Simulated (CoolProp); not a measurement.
R1336mzz(E) along the isobar 0.924 MPa: fugacity coefficient from the reference equation and from simpler models built on Tc = 130.4 °C, pc = 2.779 MPa, ω = 0.413; each cubic takes its own stable root.

Computed with CoolProp (reference Helmholtz-energy equation of state, Akasaka 2023).

| T (°C) | phase | reference |
|---|---|---|
| -2.65 | liquid | 0.07082 |
| 17.25 | liquid | 0.1545 |
| 37.15 | liquid | 0.2939 |
| 57.15 | liquid | 0.5018 |
| 77.05 | liquid | 0.7799 |
| 96.95 | gas | 0.8400 |
| 116.95 | gas | 0.8677 |
| 136.85 | gas | 0.8896 |

Task: How far does each simpler model (van der Waals, Redlich-Kwong, Soave-Redlich-Kwong, Peng-Robinson) lie from the reference over these 8 states: mean and median of the absolute difference, and the worst?

Result: 
- van der Waals: mean 134.2 %, median 39.1 %, worst +524.7 % at -2.65 °C and 0.924 MPa
- Redlich-Kwong: mean 47.0 %, median 25.7 %, worst +150.8 % at -2.65 °C and 0.924 MPa
- Soave-Redlich-Kwong: mean 1.5 %, median 1.2 %, worst +2.6 % at 77.05 °C and 0.924 MPa
- Peng-Robinson: mean 0.5 %, median 0.4 %, worst +1.2 % at -2.65 °C and 0.924 MPa

At some of these states van der Waals, Redlich-Kwong gives the other phase, because its saturation line lies elsewhere.
